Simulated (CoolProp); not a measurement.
Vapour-liquid equilibrium of isobutane (1) + R245fa (2) at 648 kPa; x and y are mole fractions of (1).

Computed with CoolProp (multi-fluid Helmholtz-energy mixture model, Bücker 2006 and Akasaka 2015; pair parameters Bell 2016).

Problem. Give the bubble temperature and the first vapour's composition at x = 0.125, 0.2, 0.65. Is there an azeotrope?

Solution. x = 0.125: 329.6 K, y = 0.389; x = 0.2: 324.6 K, y = 0.496; x = 0.65: 316.6 K, y = 0.701. y crosses x between x = 0.725 and 0.8: the model has an azeotrope there.

Pair parameters are fitted to limited data, so mixtures are less certain than the pure fluids. With so large a gap from Raoult's law the liquid may split in two, which this calculation doesn't test in full.
